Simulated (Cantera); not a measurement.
Mixture: H2 : O2 : N2 : H2O = 1 : 0.417 : 1.57 : 0.23 (molar parts), equivalence ratio 1.2, at 4.93 atm, adiabatic and at constant volume. Ignition delay is the time to a rise of 400 K.

Computed with Cantera and the H2/O2 subset of GRI-Mech 3.0, which has no nitrogen chemistry. The hydrogen kinetics of GRI-Mech 3.0 are dated; newer H2 mechanisms differ, most at raised pressure.

Problem. What does this change do: pressure from 4.93 atm to 30.6 atm?

Solution. 
| quantity | before | after |
|---|---|---|
| delay at 1025 K | 6.76 ms | 2.54 ms |
| delay at 1100 K | 1.20 ms | 0.622 ms |
| delay at 1175 K | 0.164 ms | 0.181 ms |
| delay at 1250 K | 17.8 µs | 59.0 µs |
| delay at 1325 K | 7.62 µs | 20.6 µs |
| delay at 1400 K | 4.73 µs | 7.32 µs |
| delay at 1475 K | 3.36 µs | 2.58 µs |
| apparent activation energy between 1325 and 1475 K | 89 kJ/mol | 230 kJ/mol |
The pressure lies above the range GRI-Mech 3.0 was tuned for (to about 10 atm).

Problem. What does this change do: H2O 0.23 to 0.12 parts?

Solution. 
| quantity | before | after |
|---|---|---|
| delay at 1025 K | 6.76 ms | 6.06 ms |
| delay at 1100 K | 1.20 ms | 0.923 ms |
| delay at 1175 K | 0.164 ms | 74.9 µs |
| delay at 1250 K | 17.8 µs | 12.6 µs |
| delay at 1325 K | 7.62 µs | 6.55 µs |
| delay at 1400 K | 4.73 µs | 4.31 µs |
| delay at 1475 K | 3.36 µs | 3.14 µs |
| apparent activation energy between 1325 and 1475 K | 89 kJ/mol | 80 kJ/mol |

Problem. What does this change do: pressure from 4.93 atm to 2.07 atm?

Solution. 
| quantity | before | after |
|---|---|---|
| delay at 1025 K | 6.76 ms | 6.64 ms |
| delay at 1100 K | 1.20 ms | 0.238 ms |
| delay at 1175 K | 0.164 ms | 40.6 µs |
| delay at 1250 K | 17.8 µs | 21.3 µs |
| delay at 1325 K | 7.62 µs | 13.9 µs |
| delay at 1400 K | 4.73 µs | 10.0 µs |
| delay at 1475 K | 3.36 µs | 7.75 µs |
| apparent activation energy between 1325 and 1475 K | 89 kJ/mol | 63 kJ/mol |
